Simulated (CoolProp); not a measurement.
Saturation properties of ethane.

The numbers come from the reference Helmholtz-energy equation of state, Bücker 2006 in CoolProp.

```json
[
 {"T (K)": "196.7", "p (MPa)": "0.1866", "liquid density (kg/m³)": "528.3", "liquid cp (kJ/(kg K))": "2.495", "liquid viscosity (µPa s)": "144", "vapour viscosity (µPa s)": "6.28"},
 {"T (K)": "204.3", "p (MPa)": "0.2628", "liquid density (kg/m³)": "518.2", "liquid cp (kJ/(kg K))": "2.537", "liquid viscosity (µPa s)": "132", "vapour viscosity (µPa s)": "6.54"},
 {"T (K)": "211.9", "p (MPa)": "0.3604", "liquid density (kg/m³)": "507.8", "liquid cp (kJ/(kg K))": "2.585", "liquid viscosity (µPa s)": "121", "vapour viscosity (µPa s)": "6.80"},
 {"T (K)": "219.5", "p (MPa)": "?", "liquid density (kg/m³)": "497.0", "liquid cp (kJ/(kg K))": "2.641", "liquid viscosity (µPa s)": "?", "vapour viscosity (µPa s)": "7.07"},
 {"T (K)": "227.2", "p (MPa)": "0.6364", "liquid density (kg/m³)": "485.6", "liquid cp (kJ/(kg K))": "2.707", "liquid viscosity (µPa s)": "101", "vapour viscosity (µPa s)": "7.36"},
 {"T (K)": "234.8", "p (MPa)": "0.8203", "liquid density (kg/m³)": "473.8", "liquid cp (kJ/(kg K))": "2.785", "liquid viscosity (µPa s)": "93.1", "vapour viscosity (µPa s)": "7.66"},
 {"T (K)": "242.4", "p (MPa)": "1.040", "liquid density (kg/m³)": "461.3", "liquid cp (kJ/(kg K))": "2.879", "liquid viscosity (µPa s)": "85.4", "vapour viscosity (µPa s)": "7.99"},
 {"T (K)": "250", "p (MPa)": "?", "liquid density (kg/m³)": "448.0", "liquid cp (kJ/(kg K))": "2.994", "liquid viscosity (µPa s)": "78.2", "vapour viscosity (µPa s)": "8.34"}
]
```

Q: What belongs in the gaps?

A: 
- 219.5, p (MPa): 0.4830
- 219.5, liquid viscosity (µPa s): 111
- 250, p (MPa): 1.301

It boils at 184.6 K under 1 atm.

Viscosity comes from a separate model (Friend 1991).
